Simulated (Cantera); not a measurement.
Input: 1 mol SiH2Cl2, 0.041 mol HCl, 13 mol H2, at 1698.15 K and 1.00 bar.

Method: chemical equilibrium by Gibbs-energy minimisation in Cantera with the NASA 1993 tables (ideal gas, pure condensed phases). Candidate condensed phases: Si; 19 gas species. The tables' values for SiCl3 are old estimates; treat these amounts as uncertain. Gases not in the tables: Si2H6 and higher silanes. Equilibrium is a limit: real reactors are often held back by kinetics, nucleation or transport.

Base state: H2 0.894, HCl 0.0785, SiCl2 0.0248, SiCl3 0.00167, SiHCl3 0.000489, SiCl4 0.000223, SiH2Cl2 0.000187, H 0.000137 (mole fractions); condensed: Si(l).

**Question.** What changes in the equilibrium state with this change: pressure from 1.00 bar to 14.0 mbar?

**Answer.** 
| species | before | after |
|---|---|---|
| H2 | 0.894 | 0.890 |
| HCl | 0.0785 | 0.0813 |
| SiCl2 | 0.0248 | 0.0267 |
| Si | 6.58e-7 | 4.70e-5 |
| SiH3Cl | 2.16e-5 | 3.12e-7 |
| SiH2Cl2 | 0.000187 | 2.80e-6 |
| SiHCl3 | 0.000489 | 7.64e-6 |
| SiCl4 | 0.000223 | 3.62e-6 |
| Si(l), mol | 0.588 | 0.592 |
The tables' values for SiCl3, SiCl are old estimates; treat these amounts as uncertain.

**Question.** What changes in the equilibrium state with this change: temperature from 1698.15 K to 900 K?

**Answer.** 
| species | before | after |
|---|---|---|
| H2 | 0.894 | 0.957 |
| SiCl4 | 0.000223 | 0.0203 |
| SiHCl3 | 0.000489 | 0.0179 |
| HCl | 0.0785 | 0.00309 |
| SiCl2 | 0.0248 | 1.35e-5 |
| H | 0.000137 | <1e-9 |
| SiH2 | 1.25e-5 | <1e-9 |
| Si(l), mol | 0.588 | 0 |
| Si(s), mol | 0 | 0.425 |

**Question.** What changes in the equilibrium state with this change: temperature from 1698.15 K to 1373.15 K?

**Answer.** 
| species | before | after |
|---|---|---|
| H2 | 0.894 | 0.914 |
| HCl | 0.0785 | 0.0576 |
| SiCl2 | 0.0248 | 0.0105 |
| SiH2 | 1.25e-5 | 2.30e-7 |
| H | 0.000137 | 3.19e-6 |
| SiCl4 | 0.000223 | 0.00653 |
| SiHCl3 | 0.000489 | 0.00655 |
| SiH2Cl2 | 0.000187 | 0.000973 |
| Si(l), mol | 0.588 | 0 |
| Si(s), mol | 0 | 0.580 |
